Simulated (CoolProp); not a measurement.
Vapour pressure (MPa) of propane: the reference equation beside estimates from Tc = 369.9 K, pc = 4.251 MPa, ω = 0.152. Clausius-Clapeyron is anchored at 228.9 K with a constant enthalpy of vaporisation of 18.87 kJ/mol.

The numbers come from the reference Helmholtz-energy equation of state, Lemmon 2009 in CoolProp.

```tsv
T (K)	reference	Lee-Kesler	Clausius-Clapeyron	van der Waals	Redlich-Kwong	Soave-Redlich-Kwong
186.9	0.008484	0.008139	0.009930	0.1268	0.01109	0.008233
200.9	0.02133	0.02065	0.02314	0.2027	0.02818	0.02083
214.9	0.04680	0.04575	0.04830	0.3059	0.06156	0.04599
228.9	0.09212	0.09089	0.09212	0.4404	0.1196	0.09107
242.9	0.1662	0.1652	0.1631	0.6102	0.2116	0.1652
256.9	0.2793	0.2791	0.2714	0.8187	0.3478	0.2790
271	[?]	0.4453	0.4297	1.071	0.5399	0.4457
285	0.6706	0.6733	0.6483	[?]	[?]	0.6756
299	0.9728	0.9766	0.9411	1.710	1.125	0.9833
313	1.365	1.369	1.321	2.102	1.538	1.383
327	1.861	1.864	1.802	2.547	2.044	1.888
```

Problem. Complete the blanks.

Solution. 
- 271, reference: 0.4441
- 285, van der Waals: 1.367
- 285, Redlich-Kwong: 0.7954

Absolute difference from the reference over all 11 rows, mean and median: Lee-Kesler 1.2 and 0.4 %, Clausius-Clapeyron 4.5 and 3.2 %, van der Waals 368.0 and 193.1 %, Redlich-Kwong 23.1 and 24.5 %, Soave-Redlich-Kwong 1.3 and 1.1 %.
